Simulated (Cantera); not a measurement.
Charge: 1 mol SiHCl₃, 0.028 mol HCl, 5.7 mol H₂, at 20.0 mbar.

Method: chemical equilibrium by Gibbs-energy minimisation in Cantera with the NASA 1993 tables (ideal gas, pure condensed phases). Candidate condensed phases: Si; 19 gas species. Kinetics and transport are ignored.

Over these rows the condensed part is Si(s). Partial pressures as log10 of bar:

```json
[
 {"T (K)": "973", "1000/T (1/K)": "1.0277", "log p SiCl₂": "-4.71", "log p H₂": "-1.76", "log p SiCl₄": "-2.76", "log p HCl": "-3.34", "log p SiHCl₃": "-3.43"},
 {"T (K)": "1023", "1000/T (1/K)": "0.9775", "log p SiCl₂": "-4.31", "log p H₂": "-1.76", "log p SiCl₄": "-2.78", "log p HCl": "-3.16", "log p SiHCl₃": "-3.46"},
 {"T (K)": "1073", "1000/T (1/K)": "0.9320", "log p SiCl₂": "-3.95", "log p H₂": "-1.77", "log p SiCl₄": "-2.82", "log p HCl": "-3.01", "log p SiHCl₃": "-3.49"},
 {"T (K)": "1123", "1000/T (1/K)": "0.8905", "log p SiCl₂": "-3.64", "log p H₂": "-1.78", "log p SiCl₄": "-2.87", "log p HCl": "-2.87", "log p SiHCl₃": "-3.54"},
 {"T (K)": "1173", "1000/T (1/K)": "0.8525", "log p SiCl₂": "-3.37", "log p H₂": "-1.79", "log p SiCl₄": "-2.96", "log p HCl": "-2.76", "log p SiHCl₃": "-3.62"},
 {"T (K)": "1223", "1000/T (1/K)": "0.8177", "log p SiCl₂": "?", "log p H₂": "-1.80", "log p SiCl₄": "-3.08", "log p HCl": "-2.67", "log p SiHCl₃": "-3.72"}
]
```

Problem. Fit log p(SiCl₂) = a + b·(1000/T) to the five rows, give the apparent enthalpy, and predict the row at 1223 K.

Solution. Means: 1000/T = 0.9360, log p = -3.996. Sxy = -0.147158, Sxx = 0.0191896, so b = -7.67 and a = -3.996 − (-7.67)×0.9360 = 3.18.
Apparent enthalpy: −19.145 × (-7.67) = 147 kJ/mol. With the condensed phases at unit activity, 1/2 Si(s) + 1/2 SiCl₄(g) = SiCl₂(g) links this pressure to the main gases: over the six rows their terms move log p by -0.16 in all, so the slope isn't that reaction's ΔH° alone. The five rows lie within 0.02 of the line.
Prediction at 1223 K: 3.18 + (-7.67)×0.8177 = -3.09. The computed value is -3.15, 0.06 from the line.
